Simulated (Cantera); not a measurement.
An adiabatic, constant-volume homogeneous reactor starts with CH₄ : C₂H₆ : C₃H₈ : O₂ : N₂ : CO₂ = 1 : 0.03 : 0.5 : 4.61 : 17.3 : 1.3 (molar parts), equivalence ratio 1.00, at 1198 K and 7500 Torr.

Model: GRI-Mech 3.0 (53 species, 325 reactions), integrated in Cantera. GRI-Mech 3.0 was tuned for natural gas; its chemistry of propane as a main component is partial and can be far from experiment.

Q: Predict: time of steepest temperature rise; temperature at 0.300 s; equilibrium temperature; x(HCN) at 0.300 s; x(H₂O₂) at 0.300 s; x(H) at 0.300 s; x(NO) at 0.300 s.

A: 
```json
{
 "time_of_steepest_temperature_rise": "1.84 ms",
 "temperature at 0.300 s": "2903 K",
 "equilibrium_temperature": "2903 K",
 "x(HCN) at 0.300 s": "7.61e-9 (gas-phase equilibrium 7.61e-9)",
 "x(H₂O₂) at 0.300 s": "1.33e-6 (gas-phase equilibrium 1.33e-6)",
 "x(H) at 0.300 s": "0.00199 (gas-phase equilibrium 0.00199)",
 "x(NO) at 0.300 s": "0.0105 (gas-phase equilibrium 0.0105)"
}
```
